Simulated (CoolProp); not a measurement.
Properties of CHF3 (R23) along the isotherm 201.85 °C.

Model: reference Helmholtz-energy equation of state, Penoncello 2003, in CoolProp.

```tsv
p (MPa)	phase	density (kg/m³)	cp (kJ/(kg K))	speed of sound (m/s)	expansivity (1/kK)
0.153	gas	2.718	0.9644	253.4	2.125
0.224	gas	3.982	0.9655	253.3	2.134
0.329	gas	5.857	0.9671	253.1	2.147
0.483	gas	8.615	0.9695	252.8	2.167
0.709	gas	12.68	0.9730	252.4	2.196
1.04	gas	18.68	0.9783	251.9	2.239
1.53	gas	27.65	0.9863	251.1	2.304
2.24	gas	40.84	0.9981	250.0	2.399
3.29	gas	60.76	1.016	248.6	2.542
4.83	gas	90.83	1.044	246.9	2.754
7.09	supercritical	136.7	1.086	245.5	3.064
10.4	supercritical	206.8	1.149	245.9	3.479
15.3	supercritical	312.6	1.231	253.6	3.882
22.4	supercritical	455.0	1.304	279.1	3.904
32.9	supercritical	619.3	1.331	331.7	3.354
48.3	supercritical	779.0	1.311	413.7	2.546
```
